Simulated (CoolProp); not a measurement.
Vapour-liquid equilibrium of R22 (1) + R11 (2) at 0.361 bar; x and y are mole fractions of (1).

Computed with CoolProp (multi-fluid Helmholtz-energy mixture model, Kamei 1995 and Jacobsen 1992; pair parameters Bell 2016).

Question: Give the bubble temperature and the first vapour's composition at x = 0.05, 0.2, 0.95. Is there an azeotrope?

Answer: x = 0.05: 253.4 K, y = 0.577; x = 0.2: 232.8 K, y = 0.884; x = 0.95: 213.3 K, y = 0.996. No azeotrope shows between x = 0.05 and 0.95.

The pair parameters rest on a limited set of measurements; away from them the model extrapolates.
